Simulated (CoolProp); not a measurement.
A Linde-Hampson liquefier for methane: isothermal reversible compression at 230 K from 1 atm to 40 MPa, throttling to 1 atm, return gas leaving the recuperator 10 K below the feed. Each further row changes one setting.

Model: reference Helmholtz-energy equation of state, Setzmann 1991, in CoolProp.

| case | liquid yield per pass | compression work (kJ/kg of gas) |
|---|---|---|
| as stated | ? | 609 |
| high pressure 80 MPa | ? | ? |
| warm-end temperature 260 K | ? | ? |
| warm-end gap 15 K | ? | 609 |

Question: Complete the blanks.

Answer: 
- as stated, liquid yield per pass: 0.391
- high pressure 80 MPa, liquid yield per pass: 0.331
- high pressure 80 MPa, compression work (kJ/kg of gas): 724
- warm-end temperature 260 K, liquid yield per pass: 0.314
- warm-end temperature 260 K, compression work (kJ/kg of gas): 727
- warm-end gap 15 K, liquid yield per pass: 0.382
